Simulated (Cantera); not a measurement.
A closed system holds: 1 mol trisilylamine, 0.3 mol NH₃, 0.4 mol N₂, at 1525 °C and 7.50 Torr.

Method: chemical equilibrium by Gibbs-energy minimisation in Cantera with the NASA 1993 tables (ideal gas, pure condensed phases). Candidate condensed phases: Si, Si₃N₄; 18 gas species. The feed counts by its element totals alone. Gases not in the tables: Si₂H₆ and higher silanes. Kinetics and transport are ignored.

Base state: H₂ 0.822, N₂ 0.175, H 0.00319, Si 0.000308, SiH 3.21e-5, SiH₂ 2.43e-5 (mole fractions); condensed: Si(l).

### Question
What changes in the equilibrium state with this change: temperature from 1525 °C to 502 °C?

### Answer
```
species          before  after
-------------  --------  -----
H₂                0.822   1.00
N₂                0.175  <1e-9
H               0.00319  <1e-9
Si             0.000308  <1e-9
SiH             3.21e-5  <1e-9
SiH₂            2.43e-5  <1e-9
Si(l), mol         3.00      0
Si(s), mol            0   1.43
Si₃N₄(s), mol         0  0.525
```
